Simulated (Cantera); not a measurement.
A closed system holds: 1 mol Al, 4.1 mol CO, 3.1 mol N2, held at 7.90 bar.

Method: chemical equilibrium by Gibbs-energy minimisation in Cantera with the NASA 1993 tables (ideal gas, pure condensed phases). Candidate condensed phases: Al, AlN, Al2O3, C; 32 gas species. The numbers say what is thermodynamically allowed, not how fast it happens.

At 925 K, list the 3 most abundant gas species with their mole fractions, and the condensed phases.

N2 0.670, CO2 0.232, CO 0.0987. Condensed: Al2O3(s) + C(graphite).
